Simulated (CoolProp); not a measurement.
Model: reference Helmholtz-energy equation of state, Colonna 2008, in CoolProp. It is a short technical equation, of lower accuracy than the large ones.

### Question
For dodecamethylcyclohexasiloxane (D6), give the phase and the speed of sound (m/s), isothermal compressibility (1/MPa) at 131.65 °C and 40.1 kPa; 131.65 °C and 401 kPa.

### Answer
- 131.65 °C and 40.1 kPa: liquid; speed of sound 499, isothermal compressibility 0.00522
- 131.65 °C and 401 kPa: liquid; speed of sound 503, isothermal compressibility 0.00514
